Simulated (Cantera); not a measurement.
**Ignition delay**

Mixture: 6.52 % CH4, 0.978 % H2, 19.0 % O2, 71.7 % N2, 1.76 % CO2, equivalence ratio 0.71, at 4.93 atm, adiabatic and at constant pressure. Ignition delay is the time to a rise of 400 K.

Detailed kinetics in Cantera: GRI-Mech 3.0 (53 species, 325 reactions).

```json
[
 {"T0 (K)": "1050", "delay (ms)": "11.2"},
 {"T0 (K)": "1100", "delay (ms)": "5.80"},
 {"T0 (K)": "1150", "delay (ms)": "3.43"},
 {"T0 (K)": "1200", "delay (ms)": "2.15"},
 {"T0 (K)": "1250", "delay (ms)": "1.37"},
 {"T0 (K)": "1300", "delay (ms)": "0.875"},
 {"T0 (K)": "1350", "delay (ms)": "0.563"},
 {"T0 (K)": "1400", "delay (ms)": "0.365"},
 {"T0 (K)": "1450", "delay (ms)": "0.240"}
]
```

```yaml
apparent activation energy between 1350 and 1450 K: 140 kJ/mol
```
